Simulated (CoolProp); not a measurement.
Vapour-liquid equilibrium of dimethyl ether (1) + n-hexane (2) at 4.34 bar; x and y are mole fractions of (1).

Model: multi-fluid Helmholtz-energy mixture model, Wu 2011 and Thol 2019; pair parameters Bell 2016, in CoolProp.

| x | bubble temperature (°C) | y at the bubble point | dew temperature at overall composition x (°C) | liquid density (mol/L) |
|---|---|---|---|---|
| 0.05 | 104.9 | 0.356 | 121.3 | 6.830 |
| 0.15 | 75.8 | 0.724 | 116.3 | 7.564 |
| 0.25 | 57.2 | 0.859 | 111.1 | 8.224 |
| 0.35 | 45.4 | 0.915 | 105.3 | 8.863 |
| 0.45 | 37.4 | 0.944 | 99.0 | 9.520 |
| 0.55 | 31.6 | 0.961 | 91.7 | 10.22 |
| 0.65 | 27.1 | 0.973 | 83.3 | 10.99 |
| 0.75 | 23.3 | 0.982 | 72.8 | 11.87 |
| 0.85 | 19.8 | 0.989 | 58.7 | 12.87 |
| 0.95 | 16.4 | 0.996 | 35.5 | 14.04 |

No azeotrope shows between x = 0.05 and 0.95.

The pair parameters rest on a limited set of measurements; away from them the model extrapolates. The gap from Raoult's law changes sign with composition, which may be real or a fault of the pair parameters; it wasn't checked against measurements.
